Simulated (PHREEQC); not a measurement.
# Metal-bearing waste water (model solution)

Consider water at 25 °C with 0.13 mol/kgw ZnSO4, 0.04 mol/kgw ZnCl2 and 0.0097 mol/kgw NaF. Closed to the air; pH follows from the charge balance.

Equilibrium calculation in PHREEQC: ion-association model, phreeqc.dat.

Each row changes one thing in this solution. Precipitation was switched off in this run.

| case | pH | ionic strength (mol/kgw) | Zn+2 (mol/kgw) | Cl- (mol/kgw) | ZnSO4 (mol/kgw) | SO4-2 (mol/kgw) | SI of Halite (NaCl) |
|---|---|---|---|---|---|---|---|
| as made | 5.57 | 0.362 | 0.0949 | 0.0750 | 0.0515 | 0.0447 | -5.04 |
| temperature from 25 to 65 °C | 5.32 | 0.338 | 0.0834 | 0.0638 | 0.0540 | 0.0469 | -5.17 |
| ZnCl2 from 0.04 to 0.4 mol/kgw | 5.03 | 1.15 | (withheld) | 0.605 | 0.0635 | 0.0459 | -4.17 |
| 0.0026 mol/kgw Na2SO4 added | 5.58 | 0.366 | 0.0941 | 0.0751 | 0.0519 | 0.0458 | -4.86 |
| temperature from 25 to 80 °C | 5.22 | 0.331 | 0.0788 | 0.0581 | 0.0537 | 0.0486 | (withheld) |
| 0.029 mol/kgw Zn(NO3)2 added | 5.53 | 0.439 | 0.121 | 0.0742 | 0.0541 | 0.0434 | -5.06 |
| 0.0064 mol/kgw Mn(NO3)2 added | 5.57 | 0.379 | 0.0964 | 0.0747 | 0.0505 | 0.0448 | -5.05 |
| ZnSO4 from 0.13 to 0.065 mol/kgw | 5.62 | 0.243 | 0.0656 | 0.0760 | 0.0280 | 0.0255 | -5.00 |

**Question.** What belongs in the gaps?

**Answer.** 
- ZnCl2 from 0.04 to 0.4 mol/kgw, Zn+2 (mol/kgw): 0.328
- temperature from 25 to 80 °C, SI of Halite (NaCl): -5.23

The ionic strength passes 0.7 mol/kgw, the rough limit of the ion-association models, in ZnCl2 from 0.04 to 0.4 mol/kgw. Species that the database lacks are ignored. Constants without temperature data keep their 25 °C values here.
